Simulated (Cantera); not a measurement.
Feed: 1 mol SiHCl₃, 0.84 mol Cl₂, 120 mol H₂, at 902 °C and 100000 Pa.

These are equilibrium values from Cantera (NASA tables, ideal gas, pure condensed phases), not measurements of a reactor. Candidate condensed phases: Si; 19 gas species. The tables' values for SiCl₃ are old estimates; treat these amounts as uncertain. Kinetics and transport are ignored.

Base state: H₂ 0.977, HCl 0.0163, SiHCl₃ 0.00317, SiCl₄ 0.00224, SiCl₂ 0.000619, SiH₂Cl₂ 0.000576, SiCl₃ 0.000377, SiH₃Cl 2.83e-5 (mole fractions); condensed: Si(s).

Q: What changes in the equilibrium state with this change: temperature from 902 °C to 600 °C?

A: 
```tsv
species	before	after
H₂	0.977	0.984
HCl	0.0163	0.00747
SiCl₄	0.00224	0.00636
SiCl₂	0.000619	2.15e-7
SiH₃Cl	2.83e-5	2.85e-7
SiCl₃	0.000377	4.83e-6
SiH₂Cl₂	0.000576	4.61e-5
Si(s), mol	0.143	0
```
